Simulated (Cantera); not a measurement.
Input: 1 mol SiHCl3, 0.38 mol N2, at 1827 °C and 0.000400 bar.

Method: chemical equilibrium by Gibbs-energy minimisation in Cantera with the NASA 1993 tables (ideal gas, pure condensed phases). Candidate condensed phases: NH4Cl, Si, Si3N4; 28 gas species. The tables' values for SiCl, SiCl3, SiN are old estimates; treat these amounts as uncertain. Kinetics and transport are ignored.

Base state: SiCl2 0.326, HCl 0.267, Cl 0.163, N2 0.139, H2 0.0353, H 0.0293, Si 0.0252, SiCl 0.0135 (mole fractions); condensed: gas only.

**Question.** What changes in the equilibrium state with this change: 0.099 mol H2O added?

**Answer.** 
```json
[
 {"species": "HCl", "before": "0.267", "after": "0.293"},
 {"species": "SiCl2", "before": "0.326", "after": "0.273"},
 {"species": "Cl", "before": "0.163", "after": "0.165"},
 {"species": "SiO", "before": "0", "after": "0.0336"},
 {"species": "Si", "before": "0.0252", "after": "0.0205"},
 {"species": "SiCl", "before": "0.0135", "after": "0.0111"},
 {"species": "H2", "before": "0.0353", "after": "0.0413"},
 {"species": "H", "before": "0.0293", "after": "0.0317"},
 {"species": "N2", "before": "0.139", "after": "0.129"},
 {"species": "Si2", "before": "2.49e-5", "after": "1.64e-5"},
 {"species": "SiN", "before": "3.91e-5", "after": "3.05e-5"},
 {"species": "SiCl3", "before": "0.00152", "after": "0.00130"},
 {"species": "SiH", "before": "5.15e-5", "after": "4.52e-5"}
]
```
Further candidate phases: H2O, SiO2, Si2N2O.

**Question.** What changes in the equilibrium state with this change: pressure from 0.000400 bar to 0.0133 bar?

**Answer.** 
```csv
species,before,after
SiCl2,0.326,0.394
HCl,0.267,0.355
N2,0.139,0.157
Cl,0.163,0.0431
Si,0.0252,0.000391
SiCl3,0.00152,0.0162
SiCl,0.0135,0.00184
H,0.0293,0.00442
H2,0.0353,0.0268
Si2,2.49e-5,2.00e-7
SiCl4,7.07e-6,0.000665
SiHCl3,4.41e-7,2.36e-5
```
The tables' values for SiCl3, SiCl are old estimates; treat these amounts as uncertain.
